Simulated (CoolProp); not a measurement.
Saturation properties of methane.

The numbers come from the reference Helmholtz-energy equation of state, Setzmann 1991 in CoolProp.

```
T (K)  p (MPa)  liquid density (kg/m³)  liquid cp (kJ/(kg K))  surface tension (mN/m)
-----  -------  ----------------------  ---------------------  ----------------------
111.4  0.09911                   422.7                  3.479                    13.0
118.4   0.1707                   412.3                  3.535                    11.6
125.5   0.2776                   401.3                  3.605                    10.3
132.6   0.4280                   389.7                  3.693                    8.92
139.7   0.6313                   377.4                  3.807                    7.62
146.8   0.8971                   364.2                  3.961                    6.34
153.8    1.230                   350.1                  4.170                    5.13
160.9    1.650                   334.2                  4.483                    3.95
168      2.165                   316.1                  4.985                    2.82
```

It boils at 111.7 K under 1 atm.

Surface tension comes from a separate correlation (Mulero 2012).
